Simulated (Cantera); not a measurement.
Input: 1 mol FeS₂, 0.093 mol H₂S, 1.6 mol O₂, held at 1598.15 K and 0.133 bar.

Cantera equilibrium calculation (NASA polynomials, part measured and part estimated; ideal gas, pure solids and liquids). Metal and sulfide melt together well below either melting point, which pure phases cannot show. Mutual solubility and eutectic melting of coexisting phases are not modelled. The tables' stoichiometric FeO is somewhat more stable than real wüstite, so its field is too wide. FeO, FeS: taken at fixed stoichiometry. Equilibrium is a limit: real reactors are often held back by kinetics, nucleation or transport.

```
species          before     after
-------------  --------  --------
SO₂               0.680     0.877
H₂O              0.0500    0.0611
S₂                0.239    0.0561
SO               0.0149  0.000253
S              0.000159   8.06e-8
SH             0.000773   1.04e-5
H₂              0.00458  0.000389
S₂O             0.00836   0.00361
H₂S             0.00190   0.00137
FeO(s), mol       0.857         0
FeS(l), mol       0.143         0
FeS(s), mol           0     0.617
Fe₃O₄(s), mol         0     0.128
```
Gas species are given as mole fractions.

**Question.** Which change was made?
(A) O₂ from 1.6 to 0.31 mol
(B) temperature from 1598.15 K to 1125 K
(C) O₂ from 1.6 to 0.18 mol
(D) O₂ from 1.6 to 0.063 mol

**Answer.** B, temperature from 1598.15 K to 1125 K. FeS: taken at fixed stoichiometry. Gases not in the tables: S₃ to S₇
